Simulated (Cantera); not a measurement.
A closed system holds: 1 mol TEOS, 3.1 mol O₂, 56 mol H₂, 0.23 mol O₃, equilibrated at 1477 °C and 2.40 mbar.

These are equilibrium values from Cantera (NASA tables, ideal gas, pure condensed phases), not measurements of a reactor. Candidate condensed phases: C, C₆H₆, C₇H₈, C₈H₁₈, H₂O, Si, SiC, SiO₂; 123 gas species. The feed counts by its element totals alone. The tables hold silica as quartz up to 1696 K and as liquid above; real silica turns to tridymite and cristobalite and melts near 1996 K. Kinetics and transport are ignored.

Base state: H₂ 0.854, CO 0.106, H₂O 0.0233, SiO 0.0123, H 0.00439, CO₂ 0.000798 (mole fractions); condensed: SiO₂(condensed).

### Question
What changes in the equilibrium state with this change: pressure from 2.40 mbar to 8.50 mbar?

### Answer
| species | before | after |
|---|---|---|
| H₂ | 0.854 | 0.869 |
| CO | 0.106 | 0.107 |
| H₂O | 0.0233 | 0.0164 |
| SiO | 0.0123 | 0.00501 |
| H | 0.00439 | 0.00235 |
| CO₂ | 0.000798 | 0.000557 |
| SiO₂(condensed), mol | 0.0798 | 0.627 |
